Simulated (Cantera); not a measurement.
**Diamond growth**

A diamond (100) surface in a fixed gas of H2 with x(CH4) = 0.015, x(H) = 0.0087, x(CH3) = 4.6e-05, 0.0520 bar; coverages are run to steady state.

Cantera simulation using the Harris–Goodwin 1993 mechanism for the reconstructed diamond (100) surface; the numbers are that mechanism's predictions, not measurements.

```json
[
 {"T (K)": "900", "growth (µm/h)": "0.747", "θ c6HH": "0.688", "θ c6H*": "0.0105", "θ c6*H": "0.291", "θ c6**": "0.00437", "θ c6HM": "0.00445"},
 {"T (K)": "975", "growth (µm/h)": "1.11", "θ c6HH": "0.617", "θ c6H*": "0.0162", "θ c6*H": "0.354", "θ c6**": "0.00810", "θ c6HM": "0.00316"},
 {"T (K)": "1050", "growth (µm/h)": "1.47", "θ c6HH": "0.551", "θ c6H*": "0.0229", "θ c6*H": "0.409", "θ c6**": "0.0136", "θ c6HM": "0.00220"},
 {"T (K)": "1125", "growth (µm/h)": "1.56", "θ c6HH": "0.492", "θ c6H*": "0.0305", "θ c6*H": "0.455", "θ c6**": "0.0209", "θ c6HM": "0.00132"},
 {"T (K)": "1200", "growth (µm/h)": "1.16", "θ c6HH": "0.440", "θ c6H*": "0.0384", "θ c6*H": "0.491", "θ c6**": "0.0301", "θ c6HM": "0.000552"},
 {"T (K)": "1275", "growth (µm/h)": "0.734", "θ c6HH": "0.395", "θ c6H*": "0.0465", "θ c6*H": "0.518", "θ c6**": "0.0409", "θ c6HM": "0.000166"},
 {"T (K)": "1350", "growth (µm/h)": "0.594", "θ c6HH": "0.356", "θ c6H*": "0.0545", "θ c6*H": "0.536", "θ c6**": "0.0530", "θ c6HM": "4.39e-5"}
]
```
θ: site fractions in the mechanism's names (c6HH fully hydrogenated, c6H* and c6*H radical sites, c6** diradical, c6HM methylated).
